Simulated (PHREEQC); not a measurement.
## Acid mine or pickling water

Synthetic water in mg/L, 47 °C, pH 2.83, pe 9.1: Na 43.2; K 85.3; Ca 200; Mg 73.3; Cl 28.8; S(6) as SO4 1110; Mn(2) 8.71; N(5) as NO3 0.269; Sr 3.49; Pb 45.9; B 0.0953.

Valence states are taken as typed.

All values are PHREEQC results (ion-association model, phreeqc.dat), not measurements.

No solid was allowed to form.

Question: Estimate the ionic strength, specific conductance.

Answer: ionic strength 0.0294 mol/kgw; specific conductance 3540 µS/cm.

Question: In which forms is Ca present?

Answer: Ca+2 70 %, CaSO4 29 % of the Ca.

The solution is supersaturated, for example in Anglesite, so a real one may precipitate; this is no full list. Species that the database lacks are ignored. At this temperature some constants are extrapolated from 25 °C, and those without enthalpy data are left unchanged.
